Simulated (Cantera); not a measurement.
A perfectly stirred reactor is fed with C₃H₈ : H₂ = 1 : 2.9 (molar parts), at 0.000474 atm; it is held at 1948 K, and followed from long to short residence time.

Cantera simulation using GRI-Mech 3.0 (53 species, 325 reactions); the numbers are that mechanism's predictions, not measurements. GRI-Mech 3.0 was tuned for natural gas; its chemistry of propane as a main component is partial and can be far from experiment. GRI-Mech 3.0 stops at C3 and has no aromatics, soot or wall deposition, so with more carbon than oxygen in the feed, carbon stays in small species such as C2H2 where larger ones or solid carbon would form. Radical loss at walls, strong at low pressure, is not modelled.

| quantity | before | after |
|---|---|---|
| x(C₃H₈) at τ = 1.10 s | 8.01e-5 | 8.26e-7 |
| x(H₂) at τ = 1.10 s | 0.743 | 0.776 |
| x(CH₄) at τ = 1.10 s | 0.0394 | 0.00553 |
| x(H) at τ = 1.10 s | 0.00692 | 0.00275 |
| x(C₂H₆) at τ = 1.10 s | 1.20e-5 | 4.29e-7 |
| x(C₃H₈) at τ = 39.0 ms | 0.00221 | 2.32e-5 |
| x(H₂) at τ = 39.0 ms | 0.659 | 0.759 |
| x(CH₄) at τ = 39.0 ms | 0.125 | 0.0270 |
| x(H) at τ = 39.0 ms | 0.00835 | 0.00284 |
| x(C₂H₆) at τ = 39.0 ms | 0.000220 | 1.10e-5 |

What was changed between the two runs?
A. H2 2.9 to 6.7 parts
B. temperature 1948 to 1475 K
C. pressure from 0.000474 atm to 0.132 atm
D. C3H8 1 to 6.8 parts

C, pressure from 0.000474 atm to 0.132 atm
